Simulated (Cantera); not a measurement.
A closed system holds: 1 mol SiC, 0.26 mol N₂O, a varied amount of N₂, equilibrated at 1800 K and 0.00285 Torr.

These are equilibrium values from Cantera (NASA tables, ideal gas, pure condensed phases), not measurements of a reactor. Candidate condensed phases: C, Si, SiC, SiO₂, Si₂N₂O, Si₃N₄; 34 gas species. Equilibrium is a limit: real reactors are often held back by kinetics, nucleation or transport.

### Question
What share of the Si ends up in condensed phases as a function of n(N₂) (mol), at 1.4, 3, 4.7, 6.3, 8, 9.7, 11, 13, 15, 16?

### Answer
| n(N₂) (mol) | Si condensed (%) | as |
|---|---|---|
| 1.4 | 76.6 | SiC(s) |
| 3 | 75.0 | SiC(s) |
| 4.7 | 74.3 | SiC(s) |
| 6.3 | 73.9 | SiC(s) |
| 8 | 73.7 | SiC(s) |
| 9.7 | 73.4 | SiC(s) |
| 11 | 73.2 | SiC(s) |
| 13 | 71.0 | SiC(s) |
| 15 | 66.8 | SiC(s) |
| 16 | 64.6 | SiC(s) |
